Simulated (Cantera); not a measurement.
Input (Python, Cantera) and output of one run.

```python
import numpy as np
import cantera as ct

gas_names = """
    Fe FeO Fe(OH)2 H HO2 H2 H2O H2O2 O OH O2 O3
""".split()
cond_names = """
    Fe(a) Fe(c) Fe(d) Fe(L) FeO(s) FeO(L) Fe(OH)2(s) Fe(OH)3(s) Fe2O3(s) Fe3O4(s) H2O(s) H2O(L)
""".split()


# ... load() reads the species with a 1 bar reference pressure and builds the phases ...
atoms = {
    'Fe2O3': {'Fe': 2, 'O': 3},
    'H2': {'H': 2},
    'H2O': {'H': 2, 'O': 1},
}
top_T = {'Fe2O3(s)': 1830, 'Fe3O4(s)': 1870}  # K; cautious upper limits of use, not melting points


# ... equilibrate(T, P, feed) seeds the gas with the atoms and calls Mixture.equilibrate('TP', solver="vcs", rtol=1e-11, max_steps=5000) ...
results = []
feed = {'Fe2O3': 1, 'H2': 340, 'H2O': 6.8}  # mol
T = 998.15  # K
P = 3300  # Pa
mix = equilibrate(T, P, feed)
results.append((T, P, feed, dict(zip(mix.species_names, mix.species_moles))))
x = sorted(zip(gas.X, gas.species_names), reverse=True)
print(f"T = {T:g} K  P = {P:g} Pa  gas = {mix.phase_moles(0):.4g} mol")
print("   x: " + "  ".join(f"{s} {v:.3e}" for v, s in x if v > 1e-05))
print("   condensed (mol): " + ("  ".join(f"{mix.phase(i).name} {mix.phase_moles(i):.4g}"
      for i in range(1, mix.n_phases) if mix.phase_moles(i) > 1e-12) or "none"))
```

Result:

```
T = 998.15 K  P = 3300 Pa  gas = 346.8 mol
   x: H2 9.717e-01  H2O 2.826e-02
   condensed (mol): Fe(a) 2
```

Cantera equilibrium calculation (NASA polynomials, part measured and part estimated; ideal gas, pure solids and liquids).
